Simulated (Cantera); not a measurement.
A Cantera script and what it prints.

```python
import numpy as np
import cantera as ct

gas_names = """
    H HI H2 I I2 N NH NH2 NH3 N2 N2H2 N2H4 Na NaH NaI Na2
""".split()
cond_names = """
    I2(cr) I2(L) Na(cr) Na(L) NaI(s) NaI(L)
""".split()


# ... load() reads the species with a 1 bar reference pressure and builds the phases ...
atoms = {
    'NaI': {'Na': 1, 'I': 1},
    'H2': {'H': 2},
    'N2': {'N': 2},
}
top_T = {}  # K; cautious upper limits of use, not melting points


# ... equilibrate(T, P, feed) seeds the gas with the atoms and calls Mixture.equilibrate('TP', solver="vcs", rtol=1e-11, max_steps=5000) ...
results = []
feed = {'NaI': 1, 'H2': 0.21, 'N2': 300}  # mol
P = 72  # Pa
for T in [773, 873, 973, 1073, 1173, 1273, 1373]:
    mix = equilibrate(T, P, feed)
    results.append((T, P, feed, dict(zip(mix.species_names, mix.species_moles))))

top = {s: max(r[3][s] / sum(r[3][g] for g in gas_names) for r in results) for s in gas_names}
cols = sorted((s for s in top if top[s] > 1e-05), key=lambda s: -top[s])[:6]
seen = [c for c in cond_names if any(r[3].get(c, 0) > 1e-12 for r in results)]
print("log10 of partial pressures in bar; condensed amounts in mol")
print(f"{'T/K':>10s}" + "".join(f"{s[:9]:>10s}" for s in cols + seen))
for T, P, feed, n in results:
    ng = sum(n[g] for g in gas_names)
    print(f"{T:10.4g}" + "".join(f"{np.log10(max(n[s] / ng * P / 1e5, 1e-99)):10.3f}" for s in cols)
          + "".join(f"{n.get(c, 0):10.4g}" for c in seen))
```

Result:

```
log10 of partial pressures in bar; condensed amounts in mol
       T/K        N2       NaI        H2        Na         I    NaI(s)
       773    -3.144    -5.866    -6.299   -10.724   -11.086     0.431
       873    -3.144    -5.622    -6.299    -9.545    -9.658         0
       973    -3.144    -5.622    -6.299    -8.643    -8.681         0
      1073    -3.144    -5.624    -6.300    -7.890    -7.905         0
      1173    -3.144    -5.632    -6.300    -7.262    -7.269         0
      1273    -3.145    -5.656    -6.300    -6.740    -6.743         0
      1373    -3.145    -5.721    -6.302    -6.314    -6.316         0
```

These are equilibrium values from Cantera (NASA tables, ideal gas, pure condensed phases), not measurements of a reactor.
